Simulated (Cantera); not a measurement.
# Moist CO burnout

An isothermal, constant-pressure homogeneous reactor starts with CO : O2 : H2O : N2 = 0.0021 : 0.041 : 0.0027 : 1 (molar parts), equivalence ratio 0.026, at 1348 K and 6.20 bar.

Model: GRI-Mech 3.0 (53 species, 325 reactions), integrated in Cantera.

```tsv
t (s)	x CO	x O2	x H2O	x NO	x N2O
4.00e-5	0.00201	0.0392	0.00258	<1e-12	3.65e-12
0.000173	0.00201	0.0392	0.00258	<1e-12	8.20e-11
0.000752	0.00198	0.0392	0.00258	2.31e-11	2.77e-8
0.00326	0.000940	0.0387	0.00257	1.93e-8	1.18e-6
0.0141	0.000115	0.0383	0.00258	8.56e-8	2.22e-6
0.0613	3.16e-6	0.0382	0.00258	1.24e-7	1.32e-6
0.266	1.14e-8	0.0382	0.00258	1.31e-7	9.43e-8
1.15	1.61e-9	0.0382	0.00258	1.32e-7	4.50e-8
5.00	1.61e-9	0.0382	0.00258	1.36e-7	4.50e-8
```
x: mole fraction; the columns are a selection and need not sum to one.

Equilibrium at this temperature and pressure: CO 1.61e-9, O2 0.0381, H2O 0.00258, NO 0.000253, N2O 4.49e-8 (gas phase only).
